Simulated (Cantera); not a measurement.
Input (Python, Cantera):

```python
import numpy as np
import cantera as ct

gas = ct.Solution("gri30.yaml")


def delay(T, t_max=10):
    gas.TPX = T, 1000000, {'C2H4': 1, 'O2': 3, 'N2': 11.3, 'CO2': 0.57}
    reactor = ct.IdealGasConstPressureReactor(gas, clone=False)
    net = ct.ReactorNet([reactor])
    net.rtol, net.atol = 1e-8, 1e-16
    while net.time < t_max:
        t_old, T_old = net.time, reactor.T
        net.step()
        if reactor.T > T + 400:  # ignition: a rise of 400 K
            return t_old + (T + 400 - T_old) / (reactor.T - T_old) * (net.time - t_old)
    return np.nan


taus = []
for T in [1200, 1250, 1300, 1350, 1400, 1450, 1500, 1550, 1600]:
    taus.append(delay(T))
    print(f"T0 = {T:6g} K   tau = {taus[-1]:.4e} s")
```

Output:

```
T0 =   1200 K   tau = 1.0101e-03 s
T0 =   1250 K   tau = 3.0526e-04 s
T0 =   1300 K   tau = 1.0309e-04 s
T0 =   1350 K   tau = 3.8142e-05 s
T0 =   1400 K   tau = 1.6474e-05 s
T0 =   1450 K   tau = 8.9781e-06 s
T0 =   1500 K   tau = 5.8149e-06 s
T0 =   1550 K   tau = 4.1671e-06 s
T0 =   1600 K   tau = 3.1786e-06 s
```

Detailed kinetics in Cantera: GRI-Mech 3.0 (53 species, 325 reactions). GRI-Mech 3.0 was tuned for natural gas; its chemistry of ethylene as a main component is partial and can be far from experiment.
